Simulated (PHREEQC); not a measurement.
Consider water at 20 °C with 0.016 mol HF and 0.00014 mol KCl per kg of water. Closed to the air; pH follows from the charge balance.

Computed with PHREEQC (ion-association model, phreeqc.dat).

This is a speciation only: nothing precipitates in the calculation.

**Question.** What pH does the model give?

**Answer.** pH 2.51.

**Question.** In which forms is F present?

**Answer.** HF 79 %, F- 20 %, HF2- 1.8 % of the F.

Complexes and solids missing from the database can't appear.
